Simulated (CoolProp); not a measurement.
Vapour-liquid equilibrium of R134a (1) + dimethyl ether (2) at 0.711 MPa; x and y are mole fractions of (1).

Values from CoolProp's multi-fluid Helmholtz-energy mixture model, Tillner-Roth 1994 and Wu 2011; pair parameters Bell 2016.

### Question
Give the bubble temperature and the first vapour's composition at x = 0.2, 0.8, 0.875. Is there an azeotrope?

### Answer
x = 0.2: 305.5 K, y = 0.196; x = 0.8: 302.4 K, y = 0.834; x = 0.875: 301.6 K, y = 0.900. y crosses x between x = 0.2 and 0.275: the model has an azeotrope there.

Pair parameters are fitted to limited data, so mixtures are less certain than the pure fluids.
